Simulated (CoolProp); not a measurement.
1,2-dichloroethane along the isobar 6650 kPa: fugacity coefficient from the reference equation and from simpler models built on Tc = 561.6 K, pc = 5226 kPa, ω = 0.269; each cubic takes its own stable root.

Values from CoolProp's reference Helmholtz-energy equation of state, Thol 2015.

```json
[
 {"T (K)": "385.7", "phase": "liquid", "reference": "0.03967", "van der Waals": "0.1628", "Redlich-Kwong": "0.06659", "Soave-Redlich-Kwong": "0.04070"},
 {"T (K)": "398.4", "phase": "liquid", "reference": "0.05367", "van der Waals": "0.1871", "Redlich-Kwong": "0.08571", "Soave-Redlich-Kwong": "0.05534"},
 {"T (K)": "411.1", "phase": "liquid", "reference": "0.07088", "van der Waals": "0.2129", "Redlich-Kwong": "0.1080", "Soave-Redlich-Kwong": "0.07339"},
 {"T (K)": "423.8", "phase": "liquid", "reference": "0.09156", "van der Waals": "0.2402", "Redlich-Kwong": "0.1334", "Soave-Redlich-Kwong": "0.09517"},
 {"T (K)": "436.5", "phase": "liquid", "reference": "0.1159", "van der Waals": "0.2689", "Redlich-Kwong": "0.1620", "Soave-Redlich-Kwong": "0.1209"},
 {"T (K)": "449.2", "phase": "liquid", "reference": "0.1441", "van der Waals": "0.2988", "Redlich-Kwong": "0.1937", "Soave-Redlich-Kwong": "0.1507"},
 {"T (K)": "461.9", "phase": "liquid", "reference": "0.1762", "van der Waals": "0.3298", "Redlich-Kwong": "0.2282", "Soave-Redlich-Kwong": "0.1847"},
 {"T (K)": "474.6", "phase": "liquid", "reference": "0.2122", "van der Waals": "0.3616", "Redlich-Kwong": "0.2653", "Soave-Redlich-Kwong": "0.2226"},
 {"T (K)": "487.3", "phase": "liquid", "reference": "0.2520", "van der Waals": "0.3942", "Redlich-Kwong": "0.3047", "Soave-Redlich-Kwong": "0.2644"},
 {"T (K)": "500", "phase": "liquid", "reference": "0.2953", "van der Waals": "0.4273", "Redlich-Kwong": "0.3460", "Soave-Redlich-Kwong": "0.3097"}
]
```
